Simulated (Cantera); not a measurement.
## Silicon oxide and oxynitride deposition: HMDSO + O3 + H2 + H2O

A closed system holds: 1 mol HMDSO, 0.13 mol O3, 7.3 mol H2, 0.46 mol H2O, equilibrated at 113 Torr.

Equilibrium computed with Cantera from the NASA thermochemical tables; the gas is ideal and each condensed phase is pure. Candidate condensed phases: C, C6H6, C7H8, C8H18, H2O, Si, SiC, SiO2; 123 gas species. The feed counts by its element totals alone. Gases not in the tables: Si2H6 and higher silanes. Kinetics and transport are ignored.

From 1523 K to 2073 K the condensed part is C(graphite) + SiC(s). The main Si-bearing gas is SiO throughout.

```csv
T (K),x H2,x CO,x H,x C2H2 (acetylene),x SiO,x CH4,x Si,n C(graphite),n SiC(s)
1523,0.900,0.0992,5.66e-5,1.06e-5,0.000214,0.000280,9.57e-10,2.15,2.00
1573,0.900,0.0992,9.96e-5,1.86e-5,0.000260,0.000223,3.51e-9,2.16,2.00
1623,0.900,0.0991,0.000169,3.14e-5,0.000312,0.000180,1.19e-8,2.16,1.99
1673,0.900,0.0990,0.000279,5.13e-5,0.000371,0.000148,3.72e-8,2.16,1.99
1723,0.900,0.0990,0.000447,8.14e-5,0.000436,0.000122,1.09e-7,2.16,1.99
1773,0.900,0.0989,0.000697,0.000126,0.000508,0.000102,3.02e-7,2.16,1.99
1823,0.899,0.0988,0.00106,0.000190,0.000586,8.66e-5,7.88e-7,2.16,1.99
1873,0.899,0.0987,0.00158,0.000280,0.000671,7.39e-5,1.95e-6,2.16,1.99
1923,0.898,0.0985,0.00230,0.000405,0.000762,6.35e-5,4.61e-6,2.16,1.99
1973,0.897,0.0984,0.00330,0.000574,0.000860,5.51e-5,1.04e-5,2.16,1.98
2023,0.895,0.0982,0.00464,0.000800,0.000964,4.80e-5,2.26e-5,2.16,1.98
2073,0.893,0.0980,0.00642,0.00109,0.00107,4.22e-5,4.73e-5,2.15,1.98
```
x: gas mole fraction; n: condensed amount in mol.
